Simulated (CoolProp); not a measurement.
A Linde-Hampson liquefier for normal hydrogen: isothermal reversible compression at 280 K from 1 atm to 15 MPa, throttling to 1 atm, return gas leaving the recuperator 2 K below the feed. Each further row changes one setting.

Values from CoolProp's reference Helmholtz-energy equation of state, Leachman 2009.

```json
[
 {"case": "as stated", "compression work (kJ/kg of gas)": "5880"},
 {"case": "high pressure 30 MPa", "compression work (kJ/kg of gas)": "6790"},
 {"case": "warm-end temperature 310 K", "compression work (kJ/kg of gas)": "6500"},
 {"case": "warm-end gap 7 K", "compression work (kJ/kg of gas)": "5880"}
]
```
